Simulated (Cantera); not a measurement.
An adiabatic, constant-volume homogeneous reactor starts with H₂ : O₂ : N₂ = 1 : 0.278 : 1.04 (molar parts), at 1323 K and 4.10 bar. Integrator tolerance rtol = 1e-08.

Computed with Cantera and GRI-Mech 3.0 (53 species, 325 reactions). The hydrogen kinetics of GRI-Mech 3.0 are dated; newer H2 mechanisms differ, most at raised pressure. Above 3000 K some thermodynamic fits are extrapolated.

```tsv
quantity	before	after
time of steepest temperature rise	7.20 µs	17.4 ms
temperature at 10.0 s	3053 K	2920 K
equilibrium temperature	3053 K	2920 K
x(H₂) at 10.0 s	0.208 (gas-phase equilibrium 0.208)	0.211 (gas-phase equilibrium 0.211)
x(O₂) at 10.0 s	0.000490 (gas-phase equilibrium 0.000490)	0.000163 (gas-phase equilibrium 0.000163)
x(H₂O₂) at 10.0 s	3.03e-7 (gas-phase equilibrium 3.03e-7)	1.69e-7 (gas-phase equilibrium 1.69e-7)
x(H₂O) at 10.0 s	0.250 (gas-phase equilibrium 0.250)	0.261 (gas-phase equilibrium 0.261)
x(NO) at 10.0 s	0.00196 (gas-phase equilibrium 0.00196)	0.000965 (gas-phase equilibrium 0.000965)
x(O) at 10.0 s	0.00103 (gas-phase equilibrium 0.00103)	0.000332 (gas-phase equilibrium 0.000332)
```

Task: What was changed between the two runs?
A. O2 0.278 to 0.19 parts
B. O2 0.278 to 0.1 parts
C. initial temperature 1323 to 973 K
D. pressure from 4.10 bar to 5.00 bar

Result: C, initial temperature 1323 to 973 K
